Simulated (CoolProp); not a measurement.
The fluid at 518.68 K and 11.7 MPa is throttled through a valve to 6.95 MPa with no heat exchange. The same conditions are run with several fluids, on thermodynamics alone (safety and materials aside).

Computed with CoolProp (reference Helmholtz-energy equation of state of each fluid (carbon dioxide: Span 1996; propane: Lemmon 2009; methanol: de Reuck 1993; carbonyl sulfide: Lemmon 2006; trans-2-butene: Lemmon 2005)).

```csv
fluid,temperature change (K),final phase,final density (kg/m³)
carbon dioxide,-12.2,gas,76.0
propane,-16.1,supercritical,90.8
methanol,-15.0,"two-phase, vapour fraction 0.147",317
carbonyl sulfide,-27.3,supercritical,123
trans-2-butene,-21.7,supercritical,165
```
